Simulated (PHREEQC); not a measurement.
Make-up at 20 °C: 0.003 mol/kgw HF, 0.09 mol/kgw (CH3)4NF and 0.00066 mol/kgw H2SO4. Closed to the air; pH follows from the charge balance.

Equilibrium calculation in PHREEQC: ion-association model, phreeqc.dat.

Problem. The ionic strength comes out as 0.0907 mol/kgw. What activity coefficients do HSO4-, HF2-, SO4-2, F-, H+ get?

Solution. HSO4- 0.79, HF2- 0.79, SO4-2 0.39, F- 0.77, H+ 0.83.

No solid was allowed to form. Species that the database lacks are ignored. (CH3)4N+ isn't in the database: it is added as a free cation with an ion size of 4 Å.
